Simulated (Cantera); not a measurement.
An adiabatic, constant-pressure homogeneous reactor starts with H2 : O2 : N2 : H2O = 1 : 0.617 : 2.32 : 0.21 (molar parts), equivalence ratio 0.81, at 1175 K and 23.0 bar. Integrator tolerance rtol = 1e-08.

Model: the H2/O2 subset of GRI-Mech 3.0, which has no nitrogen chemistry, integrated in Cantera. The hydrogen kinetics of GRI-Mech 3.0 are dated; newer H2 mechanisms differ, most at raised pressure. The pressure lies above the range GRI-Mech 3.0 was tuned for (to about 10 atm).

Task: What does this change do: O2 0.617 to 0.45 parts?

Result: 
| quantity | before | after |
|---|---|---|
| time of steepest temperature rise | 0.250 ms | 0.254 ms |
| temperature at 4.00 s | 2733 K | 2688 K |
| equilibrium temperature | 2733 K | 2688 K |
| x(H2) at 4.00 s | 0.00630 (gas-phase equilibrium 0.00630) | 0.0315 (gas-phase equilibrium 0.0315) |
| x(O2) at 4.00 s | 0.0309 (gas-phase equilibrium 0.0309) | 0.000805 (gas-phase equilibrium 0.000805) |
| x(H2O) at 4.00 s | 0.315 (gas-phase equilibrium 0.315) | 0.306 (gas-phase equilibrium 0.306) |
| x(H) at 4.00 s | 0.00107 (gas-phase equilibrium 0.00107) | 0.00203 (gas-phase equilibrium 0.00203) |
| x(OH) at 4.00 s | 0.0142 (gas-phase equilibrium 0.0142) | 0.00498 (gas-phase equilibrium 0.00498) |
| x(H2O2) at 4.00 s | 2.97e-6 (gas-phase equilibrium 2.97e-6) | 4.28e-7 (gas-phase equilibrium 4.28e-7) |
| x(O) at 4.00 s | 0.00153 (gas-phase equilibrium 0.00153) | 0.000205 (gas-phase equilibrium 0.000205) |
